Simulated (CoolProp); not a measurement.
A Linde-Hampson liquefier for carbon monoxide: isothermal reversible compression at 230 K from 1 atm to 15 MPa, throttling to 1 atm, return gas leaving the recuperator 0 K below the feed. Each further row changes one setting.

The numbers come from the reference Helmholtz-energy equation of state, Lemmon 2006 in CoolProp. It is a short technical equation, of lower accuracy than the large ones.

```
case                        liquid yield per pass  compression work (kJ/kg of gas)
--------------------------  ---------------------  -------------------------------
as stated                                   0.152                              330
high pressure 30 MPa                        0.205                              376
warm-end temperature 260 K                  0.107                              379
warm-end gap 5 K                            0.140                              330
```
